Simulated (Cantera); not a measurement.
A perfectly stirred reactor is fed with 10.8 % CH₄, 89.2 % H₂, at 1330 Pa; it is held at 1575 K, and followed from long to short residence time.

Detailed kinetics in Cantera: GRI-Mech 3.0 (53 species, 325 reactions). GRI-Mech 3.0 stops at C3 and has no aromatics, soot or wall deposition, so with more carbon than oxygen in the feed, carbon stays in small species such as C2H2 where larger ones or solid carbon would form. Radical loss at walls, strong at low pressure, is not modelled.

Predict: x(CH₄) at τ = 1.50 s; x(H₂) at τ = 1.50 s; x(CH₂) at τ = 1.50 s; x(C₂H₂) at τ = 1.50 s; x(C₂H) at τ = 1.50 s; x(CH₄) at τ = 32.0 ms; x(H₂) at τ = 32.0 ms; x(CH₂) at τ = 32.0 ms; x(C₂H₂) at τ = 32.0 ms.


- x(CH₄) at τ = 1.50 s = 0.0803
- x(H₂) at τ = 1.50 s = 0.907
- x(CH₂) at τ = 1.50 s = 8.09e-8
- x(C₂H₂) at τ = 1.50 s = 0.0118
- x(C₂H) at τ = 1.50 s = 8.69e-9
- x(CH₄) at τ = 32.0 ms = 0.107
- x(H₂) at τ = 32.0 ms = 0.892
- x(CH₂) at τ = 32.0 ms = 1.12e-8
- x(C₂H₂) at τ = 32.0 ms = 1.19e-5
